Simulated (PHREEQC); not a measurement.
Phosphoric acid bath: an equilibrium model

Consider water at 25 °C with 13 mmol/kgw NaH2PO4 and 46 mmol/kgw H2SO4. Closed to the air; pH follows from the charge balance.

Equilibrium calculation in PHREEQC: ion-association model, phreeqc.dat.

Each row changes one thing in this solution. No solid was allowed to form.

```
case                                    pH  ionic strength (mol/kgw)  H3PO4 (mol/kgw)  H2PO4- (mol/kgw)  HPO4-2 (mol/kgw)
------------------------------------  ----  ------------------------  ---------------  ----------------  ----------------
as made                               1.38                    0.0778           0.0108           0.00221           6.42e-9
temperature from 25 to 35 °C          1.39                    0.0741           0.0109           0.00207           6.62e-9
diluted 100-fold with water              ?                   0.00143          1.38e-5          0.000116                 ?
diluted 2-fold with water             1.62                    0.0441          0.00485                 ?           7.42e-9
H2SO4 left out                        4.69                    0.0131                ?            0.0129           5.57e-5
diluted 5-fold with water             1.94                    0.0208          0.00155           0.00105           8.58e-9
NaH2PO4 from 0.013 to 0.0195 mol/kgw  1.41                    0.0810                ?           0.00356           1.14e-8
```

Problem. What belongs in the gaps?

Solution. 
- diluted 100-fold with water, pH: 3.08
- diluted 100-fold with water, HPO4-2 (mol/kgw): 9.73e-9
- diluted 2-fold with water, H2PO4- (mol/kgw): 0.00165
- H2SO4 left out, H3PO4 (mol/kgw): 3.43e-5
- NaH2PO4 from 0.013 to 0.0195 mol/kgw, H3PO4 (mol/kgw): 0.0159

Species that the database lacks are ignored.
